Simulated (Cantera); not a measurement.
Input: 1 mol Pb, 2.2 mol N2, at 7.00 bar.

These are equilibrium values from Cantera (NASA tables, ideal gas, pure condensed phases), not measurements of a reactor. Candidate condensed phases: Pb; 4 gas species. Equilibrium is a limit: real reactors are often held back by kinetics, nucleation or transport. All values below are at 552 °C.

Base state: N2 1.00 (mole fractions); condensed: Pb(l).

Task: What changes in the equilibrium state with this change: 0.041 mol HCl added?

Result: 
```tsv
species	before	after
N2	1.00	0.989
H2	0	0.00827
HCl	0	0.00185
PbCl4	0	0.00113
PbCl2	0	0.000200
NH3	0	1.22e-5
Pb(l), mol	1.00	0.984
PbCl2(l), mol	0	0.0130
```
Each liquid is taken as pure. The tables' values for PbCl4 are old estimates; treat these amounts as uncertain. Further candidate phases: NH4Cl, PbCl2.
